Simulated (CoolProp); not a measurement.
Vapour pressure (MPa) of nitrogen: the reference equation beside estimates from Tc = 126.2 K, pc = 3.396 MPa, ω = 0.037. Clausius-Clapeyron is anchored at 94.5 K with a constant enthalpy of vaporisation of 4.828 kJ/mol.

The numbers come from the reference Helmholtz-energy equation of state, Span 2000 in CoolProp.

| T (K) | reference | Lee-Kesler | Clausius-Clapeyron | van der Waals | Redlich-Kwong | Soave-Redlich-Kwong | Peng-Robinson |
|---|---|---|---|---|---|---|---|
| 79.7 | 0.1324 | 0.1319 | 0.1661 | 0.3942 | 0.1168 | 0.1312 | 0.1337 |
| 82.2 | 0.1730 | 0.1726 | 0.2074 | 0.4666 | 0.1568 | 0.1719 | 0.1743 |
| 84.6 | 0.2202 | 0.2199 | 0.2534 | 0.5441 | 0.2040 | 0.2193 | 0.2214 |
| 87.1 | 0.2788 | 0.2787 | 0.3085 | 0.6333 | 0.2634 | 0.2784 | 0.2800 |
| 89.5 | 0.3453 | 0.3454 | 0.3689 | 0.7275 | 0.3313 | 0.3456 | 0.3465 |
| 92 | 0.4262 | 0.4265 | 0.4401 | 0.8350 | 0.4147 | 0.4275 | 0.4274 |
| 94.5 | 0.5201 | 0.5205 | 0.5201 | 0.9521 | 0.5119 | 0.5227 | 0.5215 |
| 96.9 | 0.6236 | 0.6240 | 0.6056 | 1.074 | 0.6194 | 0.6278 | 0.6253 |
| 99.4 | 0.7464 | 0.7467 | 0.7041 | 1.211 | 0.7472 | 0.7526 | 0.7486 |
| 101.8 | 0.8798 | 0.8798 | 0.8081 | 1.353 | 0.8860 | 0.8883 | 0.8827 |
| 104.3 | 1.036 | 1.036 | 0.9265 | 1.511 | 1.048 | 1.047 | 1.040 |
| 106.7 | 1.204 | 1.203 | 1.050 | 1.674 | 1.222 | 1.218 | 1.209 |
| 109.2 | 1.399 | 1.397 | 1.189 | 1.854 | 1.424 | 1.416 | 1.406 |
| 111.7 | 1.615 | 1.613 | 1.340 | 2.046 | 1.646 | 1.636 | 1.624 |
| 114.1 | 1.845 | 1.842 | 1.495 | 2.241 | 1.880 | 1.868 | 1.855 |

Absolute difference from the reference over all 15 rows, mean and median: Lee-Kesler 0.1 and 0.1 %, Clausius-Clapeyron 11.5 and 10.7 %, van der Waals 85.7 and 72.2 %, Redlich-Kwong 3.5 and 1.9 %, Soave-Redlich-Kwong 0.8 and 0.8 %, Peng-Robinson 0.5 and 0.4 %.
